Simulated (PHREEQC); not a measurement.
A solution holds 0.019 mol Pb(NO3)2 and 0.0044 mol NaNO3 per kg of water, at 25 °C and 300 atm. Closed to the air; pH follows from the charge balance.

Computed with PHREEQC (ion-association model, phreeqc.dat).

```csv
quantity,before,after
pH,4.82,6.94
ionic strength (mol/kgw),0.0525,0.00440
NO3- (mol/kgw),0.0380,0.00440
```

### Question
What was changed between the two runs?
A) NaNO3 replaced by KNO3 at the same molality
B) Pb(NO3)2 left out
C) temperature from 25 to 60 °C
D) diluted 2-fold with water

### Answer
B, Pb(NO3)2 left out

No solid was allowed to form. Under pressure, the constants of complexes without a molar volume in the database are unreliable.
